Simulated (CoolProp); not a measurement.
Octamethyltrisiloxane (MDM) at several states: Z from the reference equation and from simpler models built on Tc = 565.4 K, pc = 14.38 bar, ω = 0.528; each cubic takes its own stable root.

The numbers come from the reference Helmholtz-energy equation of state, Thol 2017 in CoolProp.

```tsv
T (K)	p (bar)	phase	reference
487.5	29.3	liquid	0.2801
207.5	7.09	liquid	0.1074
291.4	58.2	liquid	0.6849
525.4	60.3	liquid	0.5574
504.9	0.253	gas	0.9909
```

Question: How far does each simpler model (van der Waals, Redlich-Kwong, Soave-Redlich-Kwong, Peng-Robinson) lie from the reference over these 5 states: mean and median of the absolute difference, and the worst?

Answer: 
- van der Waals: mean 49.4 %, median 56.2 %, worst +77.9 % at 207.5 K and 7.09 bar
- Redlich-Kwong: mean 12.4 %, median 15.9 %, worst +19.6 % at 207.5 K and 7.09 bar
- Soave-Redlich-Kwong: mean 8.9 %, median 9.0 %, worst +16.3 % at 207.5 K and 7.09 bar
- Peng-Robinson: mean 2.4 %, median 3.3 %, worst -4.3 % at 525.4 K and 60.3 bar
